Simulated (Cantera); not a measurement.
What does this Cantera script print?

```python
import numpy as np
import cantera as ct

gas_names = """
    CL CL2 N N2 Si SiCL SiCL2 SiCL3 SiCL4 SiN Si2 Si2N Si3
""".split()
cond_names = """
    Si(cr) Si(L) Si3N4(a)
""".split()


# ... load() reads the species with a 1 bar reference pressure and builds the phases ...
atoms = {
    'Si': {'Si': 1},
    'Cl2': {'CL': 2},
    'N2': {'N': 2},
}
top_T = {'Si3N4(a)': 2400}  # K; cautious upper limits of use, not melting points


# ... equilibrate(T, P, feed) seeds the gas with the atoms and calls Mixture.equilibrate('TP', solver="vcs", rtol=1e-11, max_steps=5000) ...
results = []
feed = {'Si': 1, 'Cl2': 3, 'N2': 0.28}  # mol
P = 100  # Pa
for T in [1150, 1200, 1250, 1300, 1350, 1400, 1450, 1500, 1550]:
    mix = equilibrate(T, P, feed)
    results.append((T, P, feed, dict(zip(mix.species_names, mix.species_moles))))
    x = sorted(zip(gas.X, gas.species_names), reverse=True)
    print(f"T = {T:g} K  P = {P:g} Pa  gas = {mix.phase_moles(0):.4g} mol")
    print("   x: " + "  ".join(f"{s} {v:.3e}" for v, s in x if v > 1e-05))
    print("   condensed (mol): " + ("  ".join(f"{mix.phase(i).name} {mix.phase_moles(i):.4g}"
          for i in range(1, mix.n_phases) if mix.phase_moles(i) > 1e-12) or "none"))
```

It prints:

```
T = 1150 K  P = 100 Pa  gas = 2.344 mol
   x: SiCL4 4.266e-01  CL2 3.992e-01  N2 1.194e-01  CL 5.479e-02
   condensed (mol): none
T = 1200 K  P = 100 Pa  gas = 2.389 mol
   x: SiCL4 4.186e-01  CL2 3.729e-01  N2 1.172e-01  CL 9.127e-02
   condensed (mol): none
T = 1250 K  P = 100 Pa  gas = 2.456 mol
   x: SiCL4 4.072e-01  CL2 3.357e-01  CL 1.430e-01  N2 1.140e-01
   condensed (mol): none
T = 1300 K  P = 100 Pa  gas = 2.548 mol
   x: SiCL4 3.925e-01  CL2 2.873e-01  CL 2.103e-01  N2 1.099e-01  SiCL3 2.645e-05
   condensed (mol): none
T = 1350 K  P = 100 Pa  gas = 2.666 mol
   x: SiCL4 3.750e-01  CL 2.894e-01  CL2 2.305e-01  N2 1.050e-01  SiCL3 7.052e-05
   condensed (mol): none
T = 1400 K  P = 100 Pa  gas = 2.801 mol
   x: CL 3.719e-01  SiCL4 3.568e-01  CL2 1.712e-01  N2 9.996e-02  SiCL3 1.820e-04
   condensed (mol): none
T = 1450 K  P = 100 Pa  gas = 2.937 mol
   x: CL 4.468e-01  SiCL4 3.400e-01  CL2 1.173e-01  N2 9.534e-02  SiCL3 4.616e-04
   condensed (mol): none
T = 1500 K  P = 100 Pa  gas = 3.055 mol
   x: CL 5.059e-01  SiCL4 3.262e-01  N2 9.167e-02  CL2 7.500e-02  SiCL3 1.157e-03  SiCL2 1.302e-05
   condensed (mol): none
T = 1550 K  P = 100 Pa  gas = 3.146 mol
   x: CL 5.473e-01  SiCL4 3.150e-01  N2 8.902e-02  CL2 4.574e-02  SiCL3 2.846e-03  SiCL2 7.163e-05
   condensed (mol): none
```

Cantera equilibrium calculation (NASA polynomials, part measured and part estimated; ideal gas, pure solids and liquids). The tables' values for SiCl3 are old estimates; treat these amounts as uncertain.
